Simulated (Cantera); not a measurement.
A perfectly stirred reactor is fed with CH₄ : O₂ : N₂ = 1 : 1.54 : 10.2 (molar parts), at 0.820 bar; it is adiabatic with a 675 K inlet, and is followed from long to short residence time, starting on the burning branch (τ in s: 0.12, 0.038, 0.013, 0.0043, 0.0014, 0.00047, 0.00016, 5.3e-05, 1.8e-05, 5.9e-06).

Model: GRI-Mech 3.0 (53 species, 325 reactions), integrated in Cantera.

Problem. What does this change do: N2 10.2 to 7.3 parts?

Solution. 
| quantity | before | after |
|---|---|---|
| blow-out, bracketed by the residence times tried | burning at 1.40 ms, out at 0.470 ms | burning at 0.470 ms, out at 0.160 ms |
| x(CH₄) at τ = 0.120 s | 0.000300 | 1.77e-5 |
| x(O₂) at τ = 0.120 s | 0.000247 | 0.000115 |
| x(C₂H) at τ = 0.120 s | 1.15e-8 | 2.69e-10 |
| x(NO) at τ = 0.120 s | 8.05e-5 | 0.000255 |
| x(HO₂) at τ = 0.120 s | 4.56e-8 | 3.18e-8 |
| x(CH₄) at τ = 0.470 ms | 0.0785 | 0.000526 |
| x(O₂) at τ = 0.470 ms | 0.121 | 0.00437 |
| x(C₂H) at τ = 0.470 ms | <1e-12 | 1.05e-7 |
| x(NO) at τ = 0.470 ms | <1e-12 | 0.000196 |
| x(HO₂) at τ = 0.470 ms | <1e-12 | 1.57e-6 |

Problem. What does this change do: N2 10.2 to 6.8 parts?

Solution. 
| quantity | before | after |
|---|---|---|
| blow-out, bracketed by the residence times tried | burning at 1.40 ms, out at 0.470 ms | burning at 0.160 ms, out at 53.0 µs |
| x(CH₄) at τ = 0.120 s | 0.000300 | 1.36e-5 |
| x(O₂) at τ = 0.120 s | 0.000247 | 0.000132 |
| x(C₂H) at τ = 0.120 s | 1.15e-8 | 1.81e-10 |
| x(NO) at τ = 0.120 s | 8.05e-5 | 0.000301 |
| x(HO₂) at τ = 0.120 s | 4.56e-8 | 3.81e-8 |
| x(CH₄) at τ = 0.470 ms | 0.0785 | 0.000428 |
| x(O₂) at τ = 0.470 ms | 0.121 | 0.00418 |
| x(C₂H) at τ = 0.470 ms | <1e-12 | 8.60e-8 |
| x(NO) at τ = 0.470 ms | <1e-12 | 0.000237 |
| x(HO₂) at τ = 0.470 ms | <1e-12 | 1.41e-6 |
